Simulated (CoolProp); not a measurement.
Vapour-liquid equilibrium of cyclohexane (1) + ethylbenzene (2) at 410.4 K; x and y are mole fractions of (1).

Computed with CoolProp (multi-fluid Helmholtz-energy mixture model, Zhou 2014 and Zhou 2012; pair parameters Bell 2016).

Question: Give the bubble pressure and the first vapour's composition at x = 0.2, 0.65, 0.875. Is there an azeotrope?

Answer: x = 0.2: 178.3 kPa, y = 0.515; x = 0.65: 323.2 kPa, y = 0.864; x = 0.875: 387.9 kPa, y = 0.954. No azeotrope shows between x = 0.05 and 0.95.

Pair parameters are fitted to limited data, so mixtures are less certain than the pure fluids.
